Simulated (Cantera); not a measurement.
An isothermal, constant-pressure homogeneous reactor starts with NO : N₂ = 1 : 11 (molar parts), at 2075 K and 1.18 atm. Integrator tolerance rtol = 1e-08.

Detailed kinetics in Cantera: GRI-Mech 3.0 (53 species, 325 reactions).

What does this change do: temperature 2075 to 1725 K?


```
quantity                                             before                                    after
----------------  -----------------------------------------  ---------------------------------------
x(NO) at 60.0 s     0.00447 (gas-phase equilibrium 0.00447)   0.0278 (gas-phase equilibrium 0.00156)
x(N₂) at 60.0 s         0.956 (gas-phase equilibrium 0.956)      0.944 (gas-phase equilibrium 0.958)
x(NO₂) at 60.0 s    3.23e-6 (gas-phase equilibrium 3.23e-6)  3.27e-5 (gas-phase equilibrium 2.22e-6)
x(O) at 60.0 s    0.000212 (gas-phase equilibrium 0.000212)  8.93e-6 (gas-phase equilibrium 1.08e-5)
x(N₂O) at 60.0 s    3.02e-7 (gas-phase equilibrium 3.02e-7)  3.98e-7 (gas-phase equilibrium 1.09e-7)
```
